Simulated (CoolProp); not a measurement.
n-octane along the isobar 3.44 MPa: density (kg/m³) from the reference equation and from simpler models built on Tc = 568.7 K, pc = 2.484 MPa, ω = 0.398; each cubic takes its own stable root.

Values from CoolProp's reference Helmholtz-energy equation of state, Beckmüller 2019.

```
T (K)   phase  reference
-----  ------  ---------
274.5  liquid      720.1
289.2  liquid      708.6
303.9  liquid      697.0
318.6  liquid      685.3
333.2  liquid      673.5
347.9  liquid      661.4
362.6  liquid      649.1
377.3  liquid      636.6
392    liquid      623.7
406.6  liquid      610.5
421.3  liquid      596.8
```

Task: How far does each simpler model (van der Waals, Soave-Redlich-Kwong, Peng-Robinson) lie from the reference over these 11 states: mean and median of the absolute difference, and the worst?

Result: 
- van der Waals: mean 42.9 %, median 42.9 %, worst -43.9 % at 274.5 K and 3.44 MPa
- Soave-Redlich-Kwong: mean 13.6 %, median 13.3 %, worst -14.8 % at 274.5 K and 3.44 MPa
- Peng-Robinson: mean 2.7 %, median 2.4 %, worst -4.4 % at 274.5 K and 3.44 MPa
